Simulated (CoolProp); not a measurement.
Properties of nitrous oxide along the isobar 10.8 MPa.

Computed with CoolProp (reference Helmholtz-energy equation of state, Lemmon 2006). It is a short technical equation, of lower accuracy than the large ones.

| T (K) | phase | Z | cp (kJ/(kg K)) | cv (kJ/(kg K)) | isothermal compressibility (1/MPa) | expansivity (1/kK) |
|---|---|---|---|---|---|---|
| 216.9 | liquid | 0.2289 | 1.724 | 0.9302 | 0.001639 | 2.628 |
| 222.1 | liquid | 0.2266 | 1.734 | 0.9266 | 0.001787 | 2.717 |
| 227.2 | liquid | 0.2247 | 1.746 | 0.9233 | 0.001951 | 2.813 |
| 232.3 | liquid | 0.2230 | 1.760 | 0.9204 | 0.002136 | 2.919 |
| 237.4 | liquid | 0.2215 | 1.775 | 0.9177 | ? | 3.036 |
| 242.5 | liquid | 0.2203 | 1.793 | 0.9154 | 0.002589 | 3.167 |
| 247.6 | liquid | 0.2194 | 1.814 | 0.9134 | 0.002869 | 3.314 |
| 252.7 | liquid | 0.2187 | 1.837 | 0.9116 | 0.003195 | 3.479 |
| 257.9 | liquid | 0.2183 | 1.865 | 0.9101 | 0.003586 | 3.671 |
| 263 | liquid | 0.2183 | 1.895 | 0.9089 | 0.004044 | 3.887 |
| 268.1 | liquid | 0.2185 | 1.931 | 0.9080 | 0.004595 | 4.137 |
| 273.2 | liquid | 0.2192 | 1.973 | 0.9075 | ? | 4.431 |
| 278.3 | liquid | 0.2203 | ? | 0.9073 | 0.006112 | 4.781 |
| 283.4 | liquid | 0.2219 | 2.084 | 0.9075 | 0.007185 | 5.207 |
| 288.5 | liquid | 0.2241 | 2.158 | 0.9084 | 0.008592 | 5.736 |

Q: Some entries are withheld; supply them.

A: 
- 237.4, isothermal compressibility (1/MPa): 0.002347
- 273.2, isothermal compressibility (1/MPa): 0.005270
- 278.3, cp (kJ/(kg K)): 2.023
